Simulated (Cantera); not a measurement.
## CuO + H₂ + N₂ (hydrogen reduction and annealing atmospheres)

Feed: 1 mol CuO, 100 mol H₂, 0.39 mol N₂.

Cantera equilibrium calculation (NASA polynomials, part measured and part estimated; ideal gas, pure solids and liquids). Candidate condensed phases: Cu, CuO, Cu(OH)₂, Cu₂O, H₂O; 27 gas species. Kinetics and transport are ignored.

Task: Map the stable condensed phases over T = 1100, 1175, 1250, 1325, 1400, 1475, 1550, 1625, 1700, 1775, 1850, 1925, 2000, 2075 K and P in Pa = 10, 68, 460, 3200, 22000, 150000, 1000000.

Result: 
```
T in K \ P in Pa
              10      68     460    3200   22000  150000 1000000
   2075        A       A       A       A       A       B       B
   2000        A       A       A       A       A       B       B
   1925        A       A       A       A       B       B       B
   1850        A       A       A       A       B       B       B
   1775        A       A       A       A       B       B       B
   1700        A       A       A       B       B       B       B
   1625        A       A       A       B       B       B       B
   1550        A       A       B       B       B       B       B
   1475        A       B       B       B       B       B       B
   1400        A       B       B       B       B       B       B
   1325        B       B       B       B       B       B       B
   1250        B       B       B       B       B       B       B
   1175        B       B       B       B       B       B       B
   1100        B       B       B       B       B       B       B
```
A: gas only; B: Cu.
